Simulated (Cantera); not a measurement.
Charge: 1 mol MgO, 0.35 mol HI, at 900 K and 56000 Pa.

Equilibrium computed with Cantera from the NASA thermochemical tables; the gas is ideal and each condensed phase is pure. Candidate condensed phases: H2O, I2, Mg, MgI2, MgO, Mg(OH)2; 20 gas species. Kinetics and transport are ignored.

Base state: HI 0.737, H2 0.127, I2 0.123, I 0.00931, H2O 0.00184, MgI2 0.00184 (mole fractions); condensed: MgO(s).

Q: What changes in the equilibrium state with this change: temperature from 900 K to 973.15 K?

A: 
```json
[
 {"species": "HI", "before": "0.737", "after": "0.713"},
 {"species": "H2", "before": "0.127", "after": "0.135"},
 {"species": "I2", "before": "0.123", "after": "0.125"},
 {"species": "I", "before": "0.00931", "after": "0.0203"},
 {"species": "MgI2", "before": "0.00184", "after": "0.00361"},
 {"species": "H2O", "before": "0.00184", "after": "0.00361"},
 {"species": "MgO(s), mol", "before": "0.999", "after": "0.999"}
]
```

Q: What changes in the equilibrium state with this change: temperature from 900 K to 1398 K?

A: 
```tsv
species	before	after
HI	0.737	0.444
I	0.00931	0.253
H2	0.127	0.185
I2	0.123	0.0588
H2O	0.00184	0.0295
MgI2	0.00184	0.0295
MgO(s), mol	0.999	0.988
```
